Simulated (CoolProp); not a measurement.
Vapour-liquid equilibrium of C2F6 (R116) (1) + R22 (2) at -8.85 °C; x and y are mole fractions of (1).

Values from CoolProp's multi-fluid Helmholtz-energy mixture model, Lemmon 2006 and Kamei 1995; pair parameters Bell 2016.

Give the bubble pressure and the first vapour's composition at x = 0.2, 0.5, 0.875. Is there an azeotrope?

x = 0.2: 9.290 bar, y = 0.617; x = 0.5: 12.05 bar, y = 0.740; x = 0.875: 14.11 bar, y = 0.902. No azeotrope shows between x = 0.05 and 0.95.

Pair parameters are fitted to limited data, so mixtures are less certain than the pure fluids. With so large a gap from Raoult's law the liquid may split in two, which this calculation doesn't test in full.
